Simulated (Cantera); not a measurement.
## Calcination and drying: CaCO3 + C + H2

Charge: 1 mol CaCO3, 0.23 mol C, 0.042 mol H2, equilibrated at 0.00270 bar.

These are equilibrium values from Cantera (NASA tables, ideal gas, pure condensed phases), not measurements of a reactor. Candidate condensed phases: C, C6H6, C7H8, C8H18, Ca, CaCO3, CaO, Ca(OH)2, H2O; 115 gas species. Equilibrium is a limit: real reactors are often held back by kinetics, nucleation or transport.

| T (K) | log p CO2 | log p CO | log p H2O | log p H2 | log p O2 | log p H | log p OH | log p O | n CaO(s) |
|---|---|---|---|---|---|---|---|---|---|
| 1423 | -2.81 | -2.98 | -4.16 | -4.69 | -11.33 | -7.52 | -8.66 | -11.53 | 1.00 |
| 1473 | -2.81 | -2.98 | -4.15 | -4.72 | -10.63 | -7.26 | -8.28 | -10.87 | 1.00 |
| 1523 | -2.81 | -2.98 | -4.15 | -4.75 | -9.98 | -7.01 | -7.92 | -10.25 | 1.00 |
| 1573 | -2.81 | -2.98 | -4.14 | -4.78 | -9.37 | -6.78 | -7.59 | -9.67 | 1.00 |
| 1623 | -2.81 | -2.98 | -4.14 | -4.80 | -8.80 | -6.56 | -7.27 | -9.12 | 1.00 |
| 1673 | -2.81 | -2.98 | -4.13 | -4.82 | -8.26 | -6.36 | -6.98 | -8.61 | 1.00 |
| 1723 | -2.81 | -2.98 | -4.13 | -4.85 | -7.75 | -6.16 | -6.71 | -8.12 | 1.00 |
| 1773 | -2.81 | -2.98 | -4.13 | -4.87 | -7.28 | -5.98 | -6.45 | -7.67 | 1.000 |
| 1823 | -2.81 | -2.98 | -4.12 | -4.89 | -6.83 | -5.81 | -6.20 | -7.24 | 1.000 |
| 1873 | -2.81 | -2.98 | -4.12 | -4.91 | -6.40 | -5.64 | -5.97 | -6.83 | 1.000 |
| 1923 | -2.81 | -2.98 | -4.13 | -4.93 | -6.00 | -5.49 | -5.75 | -6.44 | 1.000 |
| 1973 | -2.81 | -2.98 | -4.13 | -4.95 | -5.62 | -5.34 | -5.55 | -6.08 | 1.000 |
| 2023 | -2.81 | -2.97 | -4.14 | -4.97 | -5.27 | -5.21 | -5.36 | -5.73 | 1.000 |
| 2073 | -2.82 | -2.97 | -4.15 | -4.99 | -4.94 | -5.07 | -5.18 | -5.41 | 1.000 |
log p: log10 of the partial pressure in bar; n: condensed amount in mol.

From 1423 K to 2073 K the condensed part is CaO(s).
